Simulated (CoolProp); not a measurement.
R142b along the isotherm 155.05 °C: density (kg/m³) from the reference equation and from simpler models built on Tc = 137.1 °C, pc = 4055 kPa, ω = 0.232; each cubic takes its own stable root.

The numbers come from the reference Helmholtz-energy equation of state, Lemmon 2006 in CoolProp. It is a short technical equation, of lower accuracy than the large ones.

| p (kPa) | phase | reference |
|---|---|---|
| 32.1 | gas | 0.9082 |
| 73 | gas | 2.072 |
| 166 | gas | 4.744 |
| 378 | gas | 10.98 |
| 860 | gas | 25.99 |
| 1960 | gas | 65.92 |
| 4450 | supercritical | 237.6 |
| 10100 | supercritical | 763.1 |

How far does each simpler model (ideal gas, van der Waals, Redlich-Kwong, Soave-Redlich-Kwong, Peng-Robinson) lie from the reference over these 8 states: mean and median of the absolute difference, and the worst?


- ideal gas: mean 17.2 %, median 4.7 %, worst -62.6 % at 155.05 °C and 10100 kPa
- van der Waals: mean 3.9 %, median 0.5 %, worst -27.0 % at 155.05 °C and 10100 kPa
- Redlich-Kwong: mean 1.6 %, median 0.0 %, worst -12.7 % at 155.05 °C and 10100 kPa
- Soave-Redlich-Kwong: mean 2.4 %, median 0.1 %, worst -14.3 % at 155.05 °C and 10100 kPa
- Peng-Robinson: mean 1.2 %, median 0.5 %, worst -5.4 % at 155.05 °C and 10100 kPa
